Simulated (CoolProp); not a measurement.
Properties of diethyl ether along the isotherm 435.1 K (Tc = 467.9 K, pc = 3.717 MPa, ω = 0.282).

Computed with CoolProp (reference Helmholtz-energy equation of state, Thol 2014).

| p (MPa) | phase | Z | cp (kJ/(kg K)) | cv (kJ/(kg K)) | speed of sound (m/s) | isothermal compressibility (1/MPa) | expansivity (1/kK) |
|---|---|---|---|---|---|---|---|
| 0.429 | gas | 0.9472 | 2.118 | 1.971 | 216.6 | 2.468 | 2.779 |
| 0.858 | gas | 0.8880 | 2.202 | 2.002 | 204.3 | 1.331 | 3.479 |
| 1.29 | gas | 0.8197 | 2.333 | 2.043 | 189.7 | 0.9844 | 4.601 |
| 1.72 | gas | 0.7380 | 2.566 | 2.098 | 171.6 | 0.8694 | 6.681 |
| 2.14 | gas | 0.6326 | 3.135 | 2.183 | 147.6 | 0.9515 | 12.01 |
| 2.57 | liquid | 0.1066 | 3.293 | 2.156 | 327.2 | 0.02886 | 6.104 |
| 3 | liquid | 0.1230 | [?] | 2.147 | 347.0 | 0.02486 | 5.515 |
| 3.43 | liquid | 0.1392 | 3.150 | 2.139 | 364.8 | 0.02192 | 5.071 |
| 3.86 | liquid | 0.1552 | 3.101 | 2.132 | 381.0 | 0.01966 | 4.722 |
| 4.29 | liquid | 0.1712 | 3.060 | [?] | 396.1 | 0.01787 | 4.439 |
| 4.72 | liquid | [?] | 3.026 | 2.120 | 410.1 | 0.01640 | 4.202 |
| 5.15 | liquid | 0.2026 | 2.996 | 2.115 | 423.3 | 0.01518 | 4.001 |
| 5.58 | liquid | 0.2181 | 2.971 | 2.111 | 435.7 | 0.01414 | 3.827 |

What belongs in the gaps?


- 3, cp (kJ/(kg K)): 3.212
- 4.29, cv (kJ/(kg K)): 2.126
- 4.72, Z: 0.1869
